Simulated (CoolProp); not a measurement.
Vapour-liquid equilibrium of isopentane (1) + R365MFC (2) at 1230 kPa; x and y are mole fractions of (1).

Computed with CoolProp (multi-fluid Helmholtz-energy mixture model, Lemmon 2006 and Lemmon 2016; pair parameters Bell 2016).

Give the bubble temperature and the first vapour's composition at x = 0.2, 0.425, 0.65. Is there an azeotrope?

x = 0.2: 122.5 °C, y = 0.305; x = 0.425: 117.3 °C, y = 0.492; x = 0.65: 116.3 °C, y = 0.630. y crosses x between x = 0.575 and 0.65: the model has an azeotrope there.

Pair parameters are fitted to limited data, so mixtures are less certain than the pure fluids.
